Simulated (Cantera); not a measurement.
Charge: 1 mol Si₂H₆, 6.1 mol O₂, 46 mol N₂, equilibrated at 13300 Pa.

These are equilibrium values from Cantera (NASA tables, ideal gas, pure condensed phases), not measurements of a reactor. Candidate condensed phases: H₂O, Si, SiO₂, Si₂N₂O, Si₃N₄; 35 gas species. The feed counts by its element totals alone. The numbers say what is thermodynamically allowed, not how fast it happens.

### Question
At 550 °C, list the 3 most abundant gas species with their mole fractions, and the condensed phases.

### Answer
N₂ 0.891, H₂O 0.0581, O₂ 0.0504. Condensed: SiO₂(α-quartz).
